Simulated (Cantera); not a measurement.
Input: 1 mol Fe₂O₃, 1.2 mol HCl, 11 mol H₂, held at 1723 K and 8.50 Pa.

Cantera equilibrium calculation (NASA polynomials, part measured and part estimated; ideal gas, pure solids and liquids). Candidate condensed phases: Fe, FeCl₂, FeCl₃, FeO, Fe(OH)₂, Fe(OH)₃, Fe₂O₃, Fe₃O₄, H₂O; 22 gas species. Equilibrium is a limit: real reactors are often held back by kinetics, nucleation or transport.

Base state: H₂ 0.582, H₂O 0.217, Fe 0.107, HCl 0.0685, H 0.0151, FeCl₂ 0.00848, Cl 0.00138, FeO 0.000367 (mole fractions); condensed: Fe(δ).

### Question
What changes in the equilibrium state with this change: pressure from 8.50 Pa to 8.10 mbar?

### Answer
```csv
species,before,after
H₂,0.582,0.663
H₂O,0.217,0.245
HCl,0.0685,0.0785
Fe,0.107,0.00113
H,0.0151,0.00165
FeCl₂,0.00848,0.00975
FeO,0.000367,3.83e-6
OH,0.000308,3.35e-5
FeCl,6.44e-5,7.07e-6
Cl,0.00138,0.000151
"Fe(δ), mol",0.395,1.87
```
